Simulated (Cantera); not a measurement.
## Thermodynamics of silicon nitride deposition, feed SiH4 + N2

Charge: 1 mol SiH4, 5.6 mol N2, held at 10000 Pa.

Equilibrium computed with Cantera from the NASA thermochemical tables; the gas is ideal and each condensed phase is pure. Candidate condensed phases: Si, Si3N4; 18 gas species. N2 is the only nitrogen source here; it is nearly inert below about 1500 K, so the nitride shown seldom forms there in practice. The tables' values for SiN are old estimates; treat these amounts as uncertain. Gases not in the tables: Si2H6 and higher silanes. Equilibrium is a limit: real reactors are often held back by kinetics, nucleation or transport.

From 502 °C to 1602 °C the condensed part is Si3N4(s). At 1702 °C the condensed part is Si(l).

```
T (°C)   x N2   x H2       x H      x Si  n Si3N4(s)  n Si(l)
------  -----  -----  --------  --------  ----------  -------
502     0.712  0.288  1.68e-12    <1e-12       0.333        0
602     0.712  0.288  8.52e-11    <1e-12       0.333        0
702     0.712  0.288   1.94e-9    <1e-12       0.333        0
802     0.712  0.288   2.49e-8    <1e-12       0.333        0
902     0.712  0.288   2.08e-7    <1e-12       0.333        0
1002    0.712  0.288   1.25e-6    <1e-12       0.333        0
1102    0.712  0.288   5.82e-6  5.21e-12       0.333        0
1202    0.712  0.288   2.20e-5  3.14e-10       0.333        0
1302    0.712  0.288   7.06e-5   1.12e-8       0.333        0
1402    0.711  0.288  0.000197   2.57e-7       0.333        0
1502    0.711  0.288  0.000491   4.14e-6       0.333        0
1602    0.711  0.288   0.00111   4.92e-5       0.333        0
1702    0.736  0.262   0.00221  0.000323           0    0.996
```
x: gas mole fraction; n: condensed amount in mol.
